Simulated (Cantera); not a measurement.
Charge: 1 mol Fe₂O₃, 1.9 mol H₂, 7.8 mol H₂O, at 2.20 mbar.

Equilibrium computed with Cantera from the NASA thermochemical tables; the gas is ideal and each condensed phase is pure. Candidate condensed phases: Fe, FeO, Fe(OH)₂, Fe(OH)₃, Fe₂O₃, Fe₃O₄, H₂O; 12 gas species. The tables' stoichiometric FeO is somewhat more stable than real wüstite, so its field is too wide. FeO: taken at fixed stoichiometry. Rates play no part. All values below are at 2123 K.

Base state: H₂O 0.799, H₂ 0.0910, Fe 0.0329, OH 0.0250, H 0.0231, O₂ 0.0168, FeO 0.00761, O 0.00450 (mole fractions); condensed: FeO(l).

Q: What changes in the equilibrium state with this change: H₂ from 1.9 to 67 mol?

A: 
| species | before | after |
|---|---|---|
| H₂ | 0.0910 | 0.772 |
| H₂O | 0.799 | 0.134 |
| H | 0.0231 | 0.0672 |
| O₂ | 0.0168 | 6.58e-6 |
| OH | 0.0250 | 0.00144 |
| Fe | 0.0329 | 0.0250 |
| Fe(OH)₂ | 0.000529 | 1.34e-6 |
| FeO | 0.00761 | 0.000114 |
| O | 0.00450 | 8.91e-5 |
| FeO(l), mol | 1.56 | 0 |

Q: What changes in the equilibrium state with this change: pressure from 2.20 mbar to 33.0 mbar?

A: 
| species | before | after |
|---|---|---|
| H₂O | 0.799 | 0.889 |
| H₂ | 0.0910 | 0.0933 |
| OH | 0.0250 | 0.00711 |
| Fe | 0.0329 | 0.00202 |
| O₂ | 0.0168 | 0.00132 |
| H | 0.0231 | 0.00603 |
| FeO | 0.00761 | 0.000507 |
| O | 0.00450 | 0.000326 |
| Fe(OH)₂ | 0.000529 | 0.000589 |
| FeO(l), mol | 1.56 | 1.97 |
